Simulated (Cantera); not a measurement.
A perfectly stirred reactor is fed with CH₄ : CO : O₂ : N₂ = 1 : 0.48 : 1.87 : 7.02 (molar parts), at 10.0 bar; it is adiabatic with a 498 K inlet, and is followed from long to short residence time, starting on the burning branch (τ in s: 0.046, 0.024, 0.013, 0.0065, 0.0034, 0.0018, 0.00092, 0.00048, 0.00025, 0.00013, 6.7e-05, 3.5e-05, 1.8e-05).

Computed with Cantera and GRI-Mech 3.0 (53 species, 325 reactions).

x: mole fraction; the columns are a selection and need not sum to one.

```
τ (s)    T (K)     x CH₄    x CO      x O₂    x HCN    x H₂   x C₂H₂       x H
-------  -----  --------  ------  --------  -------  ------  -------  --------
0.046     2327   7.85e-6  0.0529  0.000105  9.82e-7  0.0181  2.07e-8  0.000549
0.024     2326   1.30e-5  0.0530  0.000144  1.68e-6  0.0181  5.42e-8  0.000596
0.013     2324         …  0.0530         …        …  0.0182        …         …
0.0065    2321   3.03e-5  0.0532  0.000313  4.26e-6  0.0182  2.62e-7  0.000774
0.0034    2316   4.32e-5  0.0534  0.000477  6.24e-6  0.0183  4.84e-7  0.000920
0.0018    2309   5.99e-5  0.0537  0.000724  8.68e-6  0.0184  8.14e-7   0.00111
0.00092   2300   8.45e-5  0.0542   0.00112  1.18e-5  0.0185  1.34e-6   0.00138
0.00048   2287  0.000120  0.0550   0.00171  1.53e-5  0.0188  2.12e-6   0.00170
0.00025   2270  0.000176  0.0560   0.00260  1.93e-5  0.0191  3.39e-6   0.00209
0.00013   2246  0.000270  0.0577   0.00394  2.35e-5  0.0194  5.71e-6   0.00253
6.7e-5    2213         …  0.0601         …        …  0.0199        …   0.00297
3.5e-5    2165  0.000854  0.0643   0.00981  3.26e-5  0.0204  2.48e-5   0.00316
1.8e-5     498    0.0964  0.0463     0.180   <1e-12  <1e-12   <1e-12    <1e-12
```

**Question.** Complete the blanks.

**Answer.** 
- 0.013, x CH₄: 1.98e-5
- 0.013, x O₂: 0.000204
- 0.013, x HCN: 2.67e-6
- 0.013, x C₂H₂: 1.21e-7
- 0.013, x H: 0.000663
- 6.7e-5, x CH₄: 0.000449
- 6.7e-5, x O₂: 0.00607
- 6.7e-5, x HCN: 2.81e-5
- 6.7e-5, x C₂H₂: 1.07e-5
